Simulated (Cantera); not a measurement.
**Equilibrium for chlorosilane synthesis and conversion: SiCl4 + H2**

Input: 1 mol SiCl4, 8.1 mol H2, equilibrated at 1700 K.

Method: chemical equilibrium by Gibbs-energy minimisation in Cantera with the NASA 1993 tables (ideal gas, pure condensed phases). Candidate condensed phases: Si; 19 gas species. The tables' values for SiCl3, SiCl are old estimates; treat these amounts as uncertain. Gases not in the tables: Si2H6 and higher silanes. Equilibrium is a limit: real reactors are often held back by kinetics, nucleation or transport.

| P (Pa) | x H2 | x HCl | x SiCl2 | x SiHCl3 | x SiCl4 | x SiCl3 |
|---|---|---|---|---|---|---|
| 10000 | 0.709 | 0.192 | 0.0928 | 0.000439 | 0.000614 | 0.00538 |
| 31000 | 0.714 | 0.186 | 0.0879 | 0.00125 | 0.00169 | 0.00868 |
| 98000 | 0.723 | 0.176 | 0.0793 | 0.00337 | 0.00424 | 0.0131 |
| 310000 | 0.738 | 0.160 | 0.0659 | 0.00806 | 0.00903 | 0.0174 |
| 960000 | 0.756 | 0.140 | 0.0489 | 0.0162 | 0.0155 | 0.0196 |
| 3000000 | 0.774 | 0.121 | 0.0308 | 0.0275 | 0.0222 | 0.0186 |
x: gas mole fraction; nothing condenses.

From 0.100 bar to 30.0 bar nothing is condensed. The main Si-bearing gas is SiCl2 throughout.
